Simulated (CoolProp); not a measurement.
n-nonane at 339.83 K and 15.6 MPa flows at 0.059 m/s in a round tube of 1 mm bore and 0.25 µm roughness, fully developed (64/Re and Nu = 3.66 if laminar; Colebrook and Gnielinski if turbulent). Each further row changes one setting.

Values from CoolProp's reference Helmholtz-energy equation of state, Lemmon 2006. It is a short technical equation, of lower accuracy than the large ones.

```tsv
case	Reynolds number	Darcy friction factor	pressure drop (Pa/m)	heat-transfer coefficient (W/(m² K))	mass flow (kg/h)
as stated	84.8	0.755	915	450	0.116
velocity 0.118 m/s	170	0.378	1830	450	0.232
diameter 2 mm	170	0.378	229	225	0.465
```

Viscosity comes from a separate model (Huber 2004). Thermal conductivity comes from a separate model (Huber 2005).
